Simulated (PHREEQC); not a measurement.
A solution holds 0.048 mol/kgw HF, 0.00057 mol/kgw NH4F and 0.25 mol/kgw H2SO4, at 20 °C. Closed to the air; pH follows from the charge balance.

All values are PHREEQC results (ion-association model, phreeqc.dat), not measurements.

Each row changes one thing in this solution. No solid was allowed to form.

```csv
case,pH,ionic strength (mol/kgw),HSO4- (mol/kgw),SO4-2 (mol/kgw),F- (mol/kgw),HF2- (mol/kgw)
as made,0.66,0.317,0.217,0.0332,0.000255,4.44e-5
diluted 5-fold with water,1.27,0.0796,0.0353,(withheld),0.000168,(withheld)
temperature from 20 to 55 °C,0.69,0.284,0.233,0.0169,0.000142,2.95e-5
NH4F replaced by H2SiF6 at the same molality,0.65,0.318,0.217,0.0331,0.000251,(withheld)
H2SO4 from 0.25 to 0.5 mol/kgw,0.38,0.596,0.452,0.0477,0.000157,2.67e-5
H2SO4 from 0.25 to 0.375 mol/kgw,0.50,0.457,0.334,0.0408,0.000191,3.30e-5
NH4F from 0.00057 to 0.000114 mol/kgw,0.66,0.317,0.217,0.0331,0.000252,4.36e-5
NH4F from 0.00057 to 0.000627 mol/kgw,0.66,0.317,0.217,0.0332,0.000255,4.45e-5
temperature from 20 to 60 °C,0.69,0.281,0.235,0.0152,0.000130,2.71e-5
```

Problem. Complete the blanks.

Solution. 
- diluted 5-fold with water, SO4-2 (mol/kgw): 0.0147
- diluted 5-fold with water, HF2- (mol/kgw): 5.87e-6
- NH4F replaced by H2SiF6 at the same molality, HF2- (mol/kgw): 4.32e-5

Constants without temperature data keep their 25 °C values here.
